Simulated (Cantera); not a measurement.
Silicon oxide and oxynitride deposition: SiH₄ + O₂ + H₂

Input: 1 mol SiH₄, 4.4 mol O₂, a varied amount of H₂, equilibrated at 1950 K and 11.0 mbar.

Cantera equilibrium calculation (NASA polynomials, part measured and part estimated; ideal gas, pure solids and liquids). Candidate condensed phases: H₂O, Si, SiO₂; 18 gas species. The tables hold silica as quartz up to 1696 K and as liquid above; real silica turns to tridymite and cristobalite and melts near 1996 K. Gases not in the tables: Si(OH)₄. Kinetics and transport are ignored.

```json
[
 {"n(H₂) (mol)": "0.92", "x H₂O": "0.588", "x O₂": "0.393", "x H₂": "0.00175", "x OH": "0.0139", "n SiO₂(condensed)": "1.000"},
 {"n(H₂) (mol)": "1.1", "x H₂O": "0.613", "x O₂": "0.368", "x H₂": "0.00189", "x OH": "0.0140", "n SiO₂(condensed)": "1.000"},
 {"n(H₂) (mol)": "1.3", "x H₂O": "0.640", "x O₂": "0.341", "x H₂": "0.00205", "x OH": "0.0140", "n SiO₂(condensed)": "1.000"},
 {"n(H₂) (mol)": "1.6", "x H₂O": "0.678", "x O₂": "0.302", "x H₂": "0.00230", "x OH": "0.0140", "n SiO₂(condensed)": "1.000"},
 {"n(H₂) (mol)": "1.9", "x H₂O": "0.715", "x O₂": "0.266", "x H₂": "0.00259", "x OH": "0.0139", "n SiO₂(condensed)": "1.000"},
 {"n(H₂) (mol)": "2.2", "x H₂O": "0.749", "x O₂": "0.232", "x H₂": "0.00290", "x OH": "0.0138", "n SiO₂(condensed)": "1.000"},
 {"n(H₂) (mol)": "2.6", "x H₂O": "0.791", "x O₂": "0.189", "x H₂": "0.00340", "x OH": "0.0135", "n SiO₂(condensed)": "1.000"},
 {"n(H₂) (mol)": "3.1", "x H₂O": "0.840", "x O₂": "0.140", "x H₂": "0.00419", "x OH": "0.0129", "n SiO₂(condensed)": "1.000"},
 {"n(H₂) (mol)": "3.7", "x H₂O": "0.894", "x O₂": "0.0868", "x H₂": "0.00566", "x OH": "0.0118", "n SiO₂(condensed)": "1.000"},
 {"n(H₂) (mol)": "4.5", "x H₂O": "0.952", "x O₂": "0.0256", "x H₂": "0.0111", "x OH": "0.00897", "n SiO₂(condensed)": "1.000"},
 {"n(H₂) (mol)": "5.3", "x H₂O": "0.923", "x O₂": "0.000613", "x H₂": "0.0696", "x OH": "0.00347", "n SiO₂(condensed)": "0.998"},
 {"n(H₂) (mol)": "6.3", "x H₂O": "0.815", "x O₂": "7.28e-5", "x H₂": "0.178", "x OH": "0.00192", "n SiO₂(condensed)": "0.995"}
]
```
x: gas mole fraction; n: condensed amount in mol.

From 0.92 mol H₂ to 6.3 mol H₂ the condensed part is SiO₂(condensed).
